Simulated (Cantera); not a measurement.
Input: 1 mol MgO, 25 mol HF, 0.52 mol O2, at 650 °C and 10.0 mbar.

Cantera equilibrium calculation (NASA polynomials, part measured and part estimated; ideal gas, pure solids and liquids). Candidate condensed phases: H2O, Mg, MgF2, MgO, Mg(OH)2; 31 gas species. Equilibrium is a limit: real reactors are often held back by kinetics, nucleation or transport.

Base state: HF 0.938, H2O 0.0408, O2 0.0212 (mole fractions); condensed: MgF2(s).

Question: What changes in the equilibrium state with this change: temperature from 650 °C to 1425 °C?

Answer: 
```
species        before     after
------------  -------  --------
HF              0.938     0.901
MgF2            <1e-9    0.0392
H2O            0.0408    0.0389
O2             0.0212    0.0203
O               <1e-9   6.23e-5
H2              <1e-9   5.38e-5
F               <1e-9   1.72e-5
OH            2.56e-8  0.000394
MgF2(s), mol     1.00         0
```
